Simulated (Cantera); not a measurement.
Charge: 1 mol SiH4, 0.11 mol H2O, at 0.100 bar.

These are equilibrium values from Cantera (NASA tables, ideal gas, pure condensed phases), not measurements of a reactor. Candidate condensed phases: H2O, Si, SiO2; 18 gas species. Mutual solubility and eutectic melting of coexisting phases are not modelled. The tables hold silica as quartz up to 1696 K and as liquid above; real silica turns to tridymite and cristobalite and melts near 1996 K. Gases not in the tables: Si2H6 and higher silanes. Kinetics and transport are ignored.

Question: Which condensed phases are stable at each of these points (T (K)): 523, 723, 923, 1123, 1323, 1523, 1723, 1923, 2123?

Answer: 
```json
[
 {"T (K)": "523", "condensed phases": "Si(s) + SiO2(α-quartz)", "Si condensed (%)": "100.0"},
 {"T (K)": "723", "condensed phases": "Si(s) + SiO2(α-quartz)", "Si condensed (%)": "100.0"},
 {"T (K)": "923", "condensed phases": "Si(s) + SiO2(β-quartz)", "Si condensed (%)": "100.0"},
 {"T (K)": "1123", "condensed phases": "Si(s) + SiO2(β-quartz)", "Si condensed (%)": "100.0"},
 {"T (K)": "1323", "condensed phases": "Si(s) + SiO2(β-quartz)", "Si condensed (%)": "100.0"},
 {"T (K)": "1523", "condensed phases": "Si(s) + SiO2(β-quartz)", "Si condensed (%)": "98.3"},
 {"T (K)": "1723", "condensed phases": "Si(l)", "Si condensed (%)": "89.0"},
 {"T (K)": "1923", "condensed phases": "Si(l)", "Si condensed (%)": "88.9"},
 {"T (K)": "2123", "condensed phases": "Si(l)", "Si condensed (%)": "88.5"}
]
```

From 523 K to 723 K the condensed part is Si(s) + SiO2(α-quartz). From 923 K to 1523 K the condensed part is Si(s) + SiO2(β-quartz). From 1723 K to 2123 K the condensed part is Si(l).
